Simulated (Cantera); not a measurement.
A Cantera script and its output.

```python
import numpy as np
import cantera as ct

gas = ct.Solution("gri30.yaml")
gas.TPX = 1700, 500000, {'H2': 1, 'O2': 1.14, 'N2': 4.27, 'NO': 0.03}
reactor = ct.IdealGasReactor(gas, energy="on", clone=False)
net = ct.ReactorNet([reactor])
net.rtol, net.atol = 1e-08, 1e-16
show = ['H2', 'O2', 'NO', 'OH', 'HO2', 'O', 'H']
times = np.geomspace(5e-06, 0.3, 10)

steps = ct.SolutionArray(gas, extra=["t"])
rows = []
print(f"{'t/s':>10s}{'T/K':>9s}{'P/Pa':>11s}" + "".join(f"{s:>11s}" for s in show))
for t in times:
    while net.time < t:
        t_next = net.step()
        steps.append(gas.state, t=t_next)
    rows.append([np.interp(t, steps.t, y) for y in (steps.T, steps.P, *steps(*show).X.T)])
    print(f"{t:10.3e}{rows[-1][0]:9.1f}{rows[-1][1]:11.4g}" + "".join(f"{x:11.3e}" for x in rows[-1][2:]))
rate = np.gradient(steps.T, steps.t)
print("integrator steps:", len(steps.t))
if steps.T.max() > steps.T[0] + 200:
    print(f"time of steepest temperature rise: {steps.t[rate.argmax()]:.4e} s")
gas.TPX = 1700, 500000, {'H2': 1, 'O2': 1.14, 'N2': 4.27, 'NO': 0.03}
gas.equilibrate("UV")
print(f"equilibrium (UV): T = {gas.T:.1f} K  " + "  ".join(f"{s} {gas[s].X[0]:.3e}" for s in show))
```

Output:

```
       t/s      T/K       P/Pa         H2         O2         NO         OH        HO2          O          H
 5.000e-06   2671.8    7.4e+05  7.394e-03  9.776e-02  5.074e-03  2.604e-02  3.098e-05  1.244e-02  5.425e-03
 1.698e-05   2809.0  7.712e+05  3.911e-03  1.001e-01  5.670e-03  2.097e-02  3.433e-05  6.460e-03  1.921e-03
 5.765e-05   2806.3  7.703e+05  3.885e-03  9.928e-02  7.385e-03  2.079e-02  3.394e-05  6.360e-03  1.894e-03
 1.957e-04   2798.4  7.679e+05  3.823e-03  9.718e-02  1.205e-02  2.032e-02  3.287e-05  6.108e-03  1.830e-03
 6.646e-04   2785.5   7.64e+05  3.724e-03  9.379e-02  1.954e-02  1.956e-02  3.118e-05  5.716e-03  1.729e-03
 2.257e-03   2780.4  7.624e+05  3.686e-03  9.247e-02  2.246e-02  1.927e-02  3.054e-05  5.567e-03  1.691e-03
 7.663e-03   2780.4  7.624e+05  3.686e-03  9.245e-02  2.250e-02  1.927e-02  3.053e-05  5.565e-03  1.691e-03
 2.602e-02   2780.4  7.624e+05  3.686e-03  9.245e-02  2.250e-02  1.927e-02  3.053e-05  5.565e-03  1.691e-03
 8.835e-02   2780.4  7.624e+05  3.686e-03  9.245e-02  2.250e-02  1.927e-02  3.053e-05  5.565e-03  1.691e-03
 3.000e-01   2780.4  7.624e+05  3.686e-03  9.245e-02  2.250e-02  1.927e-02  3.053e-05  5.565e-03  1.691e-03
integrator steps: 1038
time of steepest temperature rise: 1.6986e-06 s
equilibrium (UV): T = 2780.4 K  H2 3.686e-03  O2 9.245e-02  NO 2.250e-02  OH 1.927e-02  HO2 3.053e-05  O 5.565e-03  H 1.691e-03
```

Cantera simulation using GRI-Mech 3.0 (53 species, 325 reactions); the numbers are that mechanism's predictions, not measurements. The hydrogen kinetics of GRI-Mech 3.0 are dated; newer H2 mechanisms differ, most at raised pressure.
